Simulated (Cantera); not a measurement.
A closed system holds: 1 mol SiH2Cl2, 0.35 mol N2, 24 mol NH3, at 1925 K and 0.470 bar.

Method: chemical equilibrium by Gibbs-energy minimisation in Cantera with the NASA 1993 tables (ideal gas, pure condensed phases). Candidate condensed phases: NH4Cl, Si, Si3N4; 28 gas species. The tables' values for SiCl, SiCl3 are old estimates; treat these amounts as uncertain. Gases not in the tables: Si2H6 and higher silanes. Equilibrium is a limit: real reactors are often held back by kinetics, nucleation or transport.

**Question.** What is the equilibrium state?

**Answer.** 
```json
{
 "x(H2)": "0.725",
 "x(N2)": "0.236",
 "x(HCl)": "0.0344",
 "x(SiCl2)": "0.00280",
 "x(H)": "0.00119",
 "x(Cl)": "4.24e-5",
 "x(SiH2)": "3.24e-5",
 "x(SiCl)": "2.91e-5",
 "x(Si)": "2.43e-5",
 "n(Si3N4(s))": "0.285 mol",
 "gas_amount": "49.81 mol",
 "log10 activity of Si(l) (absent)": "-0.18"
}
```
